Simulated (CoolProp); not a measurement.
p-xylene along the isobar 50.9 bar: Z from the reference equation and from simpler models built on Tc = 616.2 K, pc = 35.32 bar, ω = 0.324; each cubic takes its own stable root.

The numbers come from the reference Helmholtz-energy equation of state, Zhou 2012 in CoolProp.

| T (K) | phase | reference |
|---|---|---|
| 448.3 | liquid | 0.1999 |
| 462.6 | liquid | 0.1977 |
| 476.9 | liquid | 0.1960 |
| 491.2 | liquid | 0.1947 |
| 505.5 | liquid | 0.1939 |
| 519.9 | liquid | 0.1936 |
| 534.2 | liquid | 0.1940 |
| 548.5 | liquid | 0.1952 |
| 562.8 | liquid | 0.1973 |
| 577.1 | liquid | 0.2007 |
| 591.4 | liquid | 0.2060 |
| 605.7 | liquid | 0.2144 |
| 620 | supercritical | 0.2289 |

Task: How far does each simpler model (van der Waals, Redlich-Kwong, Soave-Redlich-Kwong) lie from the reference over these 13 states: mean and median of the absolute difference, and the worst?

Result: 
- van der Waals: mean 63.3 %, median 65.2 %, worst +69.2 % at 448.3 K and 50.9 bar
- Redlich-Kwong: mean 22.4 %, median 22.3 %, worst +25.7 % at 605.7 K and 50.9 bar
- Soave-Redlich-Kwong: mean 18.1 %, median 16.8 %, worst +26.1 % at 620 K and 50.9 bar
